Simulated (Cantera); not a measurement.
Charge: 1 mol Al, 5.6 mol H₂O, 4.2 mol H₂, equilibrated at 1698.15 K and 0.210 bar.

Cantera equilibrium calculation (NASA polynomials, part measured and part estimated; ideal gas, pure solids and liquids). Candidate condensed phases: Al, Al₂O₃, H₂O; 19 gas species. Gases not in the tables: Al(OH)₃. Rates play no part.

Base state: H₂ 0.581, H₂O 0.418, H 0.000241 (mole fractions); condensed: Al₂O₃(s).

What changes in the equilibrium state with this change: pressure from 0.210 bar to 12.0 Pa?


| species | before | after |
|---|---|---|
| H₂ | 0.581 | 0.574 |
| H₂O | 0.418 | 0.416 |
| H | 0.000241 | 0.0100 |
| OH | 8.91e-6 | 0.000373 |
| Al₂O₃(s), mol | 0.500 | 0.500 |
